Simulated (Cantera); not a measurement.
A closed system holds: 1 mol Fe2O3, 7.4 mol C, 0.47 mol H2, held at 750 Torr.

Method: chemical equilibrium by Gibbs-energy minimisation in Cantera with the NASA 1993 tables (ideal gas, pure condensed phases). Candidate condensed phases: C, C6H6, C7H8, C8H18, Fe, Fe(CO)5, FeO, Fe(OH)2, Fe(OH)3, Fe2O3, Fe3O4, H2O; 114 gas species. Iron dissolves carbon and melts from about 1420 K in contact with it, which pure phases cannot show. Condensed phases not in the tables: cementite and carbon dissolved in iron. Kinetics and transport are ignored.

At 2475 K, list the 5 most abundant gas species with their mole fractions, and the condensed phases.

CO 0.839, H2 0.126, Fe 0.0256, H 0.00799, C2H2 (acetylene) 0.00123. Condensed: C(graphite) + Fe(l).
